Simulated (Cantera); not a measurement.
A closed system holds: 1 mol borazine, 0.21 mol O2, 8.2 mol N2, held at 0.0100 bar.

These are equilibrium values from Cantera (NASA tables, ideal gas, pure condensed phases), not measurements of a reactor. Candidate condensed phases: B, BN, B2O3, B3O3H3, H2O; 39 gas species. The feed counts by its element totals alone. Mutual solubility and eutectic melting of coexisting phases are not modelled. The numbers say what is thermodynamically allowed, not how fast it happens.

**Question.** Which condensed phases are stable at each of these points (T (K)): 823, 923, 1023, 1123, 1223, 1323, 1423, 1523, 1623, 1723, 1823, 1923, 2023, 2123?

**Answer.** 
| T (K) | condensed phases | B condensed (%) |
|---|---|---|
| 823 | BN(s) + B2O3(l) | 100.0 |
| 923 | BN(s) + B2O3(l) | 100.0 |
| 1023 | BN(s) + B2O3(l) | 100.0 |
| 1123 | BN(s) + B2O3(l) | 100.0 |
| 1223 | BN(s) + B2O3(l) | 99.9 |
| 1323 | BN(s) + B2O3(l) | 99.6 |
| 1423 | BN(s) + B2O3(l) | 98.6 |
| 1523 | BN(s) + B2O3(l) | 94.1 |
| 1623 | BN(s) | 90.4 |
| 1723 | BN(s) | 88.9 |
| 1823 | BN(s) | 87.4 |
| 1923 | BN(s) | 86.4 |
| 2023 | BN(s) | 86.1 |
| 2123 | BN(s) | 85.9 |

From 823 K to 1523 K the condensed part is BN(s) + B2O3(l). From 1623 K to 2123 K the condensed part is BN(s).
